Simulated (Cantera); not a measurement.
Charge: 1 mol trisilylamine, 2.9 mol NH₃, at 1352 °C and 16.0 mbar.

These are equilibrium values from Cantera (NASA tables, ideal gas, pure condensed phases), not measurements of a reactor. Candidate condensed phases: Si, Si₃N₄; 18 gas species. The feed counts by its element totals alone. Mutual solubility and eutectic melting of coexisting phases are not modelled. The numbers say what is thermodynamically allowed, not how fast it happens.

Base state: H₂ 0.971, N₂ 0.0286, H 0.000550, Si 1.02e-5 (mole fractions); condensed: Si(s) + Si₃N₄(s).

Q: What changes in the equilibrium state with this change: temperature from 1352 °C to 1252 °C?

A: 
| species | before | after |
|---|---|---|
| H₂ | 0.971 | 0.995 |
| N₂ | 0.0286 | 0.00481 |
| H | 0.000550 | 0.000187 |
| Si | 1.02e-5 | 1.18e-6 |
| Si(s), mol | 0.465 | 0.139 |
| Si₃N₄(s), mol | 0.845 | 0.954 |

Q: What changes in the equilibrium state with this change: trisilylamine replaced by SiHCl₃?

A: 
| species | before | after |
|---|---|---|
| H₂ | 0.971 | 0.536 |
| HCl | 0 | 0.207 |
| N₂ | 0.0286 | 0.165 |
| SiCl₂ | 0 | 0.0875 |
| SiCl₃ | 0 | 0.00373 |
| SiCl₄ | 0 | 0.000369 |
| Si(s), mol | 0.465 | 0 |
| Si₃N₄(s), mol | 0.845 | 0.101 |
The tables' values for SiCl₃, SiCl are old estimates; treat these amounts as uncertain. Further candidate phases: NH₄Cl.

Q: What changes in the equilibrium state with this change: NH₃ from 2.9 to 4.1 mol?

A: 
```
species          before     after
-------------  --------  --------
H₂                0.971     0.950
N₂               0.0286    0.0491
H              0.000550  0.000544
Si              1.02e-5   7.10e-6
Si(s), mol        0.465         0
Si₃N₄(s), mol     0.845     1.000
```
